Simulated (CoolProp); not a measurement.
The fluid at 274.36 K and 0.333 MPa flows at 8.8 m/s in a round tube of 12.7 mm bore and 1.5 µm roughness, fully developed (64/Re and Nu = 3.66 if laminar; Colebrook and Gnielinski if turbulent). The same conditions are run with several fluids, on thermodynamics alone (safety and materials aside).

Computed with CoolProp (reference Helmholtz-energy equation of state of each fluid (ammonia: Gao 2020; R143a: Lemmon and Jacobsen 2000; R13: Platzer 1990; R404A: Lemmon 2003)). The equations of Platzer and Polt are older, rougher fits. Blends and air are pseudo-pure fits.

```tsv
fluid	Reynolds number	Darcy friction factor	pressure drop (Pa/m)	heat-transfer coefficient (W/(m² K))	mass flow (kg/h)
ammonia	32000	0.0235	187	166	10.5
R143a	145000	0.0174	708	273	53.4
R13	134000	0.0177	856	215	63.8
R404A	152000	0.0173	815	280	62.0
```

Transport values come from each fluid's own correlations; those of R143a, R13 are estimates that may be off by 10 % or more.
